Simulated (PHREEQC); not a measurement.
A made-up water analysis in mg/kgw, 20 °C, pH 6.66, pe 9.5: Na 2.87; K 0.919; Ca 10.4; Mg 0.381; Cl 20; S(6) as SO4 3.77; Alkalinity as HCO3 0.855; B 0.00652; Zn 0.0639.

Valence states are taken as typed.

Computed with PHREEQC (ion-association model, phreeqc.dat).

Precipitation was switched off in this run.

Order these C species by the share of C that they hold, largest first: HCO3-, CO2, CaHCO3+.

HCO3- (66 %), CO2 (34 %), CaHCO3+ (0.17 %)

The pH is 6.66 and the ionic strength 0.000989 mol/kgw. Complexes and solids missing from the database can't appear.
